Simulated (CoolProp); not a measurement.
Vapour-liquid equilibrium of R125 (1) + dimethyl ether (2) at 221.7 K; x and y are mole fractions of (1).

Values from CoolProp's multi-fluid Helmholtz-energy mixture model, Lemmon 2005 and Wu 2011; pair parameters Bell 2016.

```tsv
x	bubble pressure, mixture model (kPa)	bubble pressure, Raoult's law (kPa)	y, mixture model	y, Raoult's law
0.05	…	29.88	0.078	0.143
0.15	…	35.75	0.235	0.359
0.25	…	41.63	…	0.514
0.35	…	47.50	…	0.631
0.45	40.59	53.37	0.677	0.722
0.55	46.66	59.24	0.789	0.795
0.65	54.16	65.11	0.874	0.855
0.75	62.87	70.98	0.933	0.905
0.85	…	76.85	0.971	0.947
0.95	81.48	82.73	…	0.984
```

Question: Complete the blanks.

Answer: 
- 0.05, bubble pressure, mixture model (kPa): 27.75
- 0.15, bubble pressure, mixture model (kPa): 29.72
- 0.25, bubble pressure, mixture model (kPa): 32.34
- 0.25, y, mixture model: 0.392
- 0.35, bubble pressure, mixture model (kPa): 35.88
- 0.35, y, mixture model: 0.542
- 0.85, bubble pressure, mixture model (kPa): 72.27
- 0.95, y, mixture model: 0.993

The largest gap from Raoult's law is -24.5 % in bubble pressure, at x = 0.35. No azeotrope shows between x = 0.05 and 0.95.

The pair parameters rest on a limited set of measurements; away from them the model extrapolates.
